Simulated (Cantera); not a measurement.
Cantera run, input and output.

```python
import numpy as np
import cantera as ct

gas = ct.Solution("gri30.yaml")
gas.TPX = 473, 100000, {'CH3OH': 1, 'O2': 1.25, 'N2': 4.62, 'H2O': 1.7}
flame = ct.FreeFlame(gas, width=0.04)
flame.set_refine_criteria(ratio=3, slope=0.08, curve=0.16)
flame.transport_model = "unity-Lewis-number"
flame.solve(loglevel=0, auto=True)
z, T = flame.grid, flame.T
thick = (T[-1] - T[0]) / np.gradient(T, z).max()
show = ['CH3OH', 'O2', 'H2O', 'H', 'C2H', 'C2H2']
print(f"laminar burning velocity  {flame.velocity[0] * 100:.3f} cm/s")
print(f"burnt temperature         {T[-1]:.1f} K")
print(f"thermal thickness         {thick * 1e3:.4f} mm")
print(f"grid points               {len(z)}")
z0 = z[flame.heat_release_rate.argmax()]
print(f"{'z/mm':>9s}{'T/K':>9s}{'u/(m/s)':>9s}" + "".join(f"{s:>11s}" for s in show))
rows = []
for k in (-3, -2, -1.5, -1, -0.5, -0.25, 0, 0.25, 0.5, 1, 2, 4, 8):
    zz = z0 + k * thick
    rows.append([k * thick, np.interp(zz, z, T), np.interp(zz, z, flame.velocity),
                 *(np.interp(zz, z, flame.X[gas.species_index(s)]) for s in show)])
    print(f"{rows[-1][0] * 1e3:9.3f}{rows[-1][1]:9.1f}{rows[-1][2]:9.3f}" + "".join(f"{x:11.3e}" for x in rows[-1][3:]))
```

Output:

```
laminar burning velocity  43.520 cm/s
burnt temperature         1961.5 K
thermal thickness         0.5118 mm
grid points               130
     z/mm      T/K  u/(m/s)      CH3OH         O2        H2O          H        C2H       C2H2
   -1.535    474.0    0.436  1.166e-01  1.458e-01  1.985e-01  1.384e-18  2.160e-30  8.227e-10
   -1.024    478.5    0.441  1.161e-01  1.453e-01  1.990e-01  8.151e-17  2.056e-28  4.364e-09
   -0.768    495.6    0.457  1.143e-01  1.436e-01  2.010e-01  8.943e-15  4.617e-26  1.789e-08
   -0.512    574.3    0.533  1.061e-01  1.355e-01  2.102e-01  2.020e-12  3.173e-23  8.085e-08
   -0.256    903.5    0.867  7.012e-02  1.005e-01  2.505e-01  1.996e-08  2.450e-17  3.546e-07
   -0.128   1215.1    1.205  3.527e-02  6.645e-02  2.895e-01  7.913e-06  2.055e-13  6.208e-07
    0.000   1558.6    1.599  2.428e-03  2.972e-02  3.323e-01  2.650e-03  2.453e-10  9.179e-07
    0.128   1692.8    1.732  1.350e-06  1.281e-02  3.471e-01  9.726e-03  3.426e-10  2.230e-07
    0.256   1757.5    1.789  8.269e-09  7.917e-03  3.500e-01  9.339e-03  3.031e-11  1.517e-08
    0.512   1827.3    1.850  2.378e-11  4.558e-03  3.543e-01  6.784e-03  2.351e-13  1.160e-10
    1.024   1885.6    1.899  7.696e-15  2.252e-03  3.602e-01  4.081e-03  2.531e-16  1.516e-13
    2.047   1924.4    1.932  1.932e-15  8.869e-04  3.648e-01  2.238e-03  9.985e-20  8.815e-17
    4.094   1945.2    1.950  1.555e-15  2.914e-04  3.673e-01  1.195e-03  6.325e-22  9.497e-19
```

Cantera simulation using GRI-Mech 3.0 (53 species, 325 reactions); the numbers are that mechanism's predictions, not measurements. GRI-Mech 3.0 was tuned for natural gas; its chemistry of methanol as a main component is partial and can be far from experiment. Unity Lewis numbers drop preferential diffusion, which matters most where H2 and H carry the flame. Burning velocities carry a grid error of a few per cent, more on coarse grids.
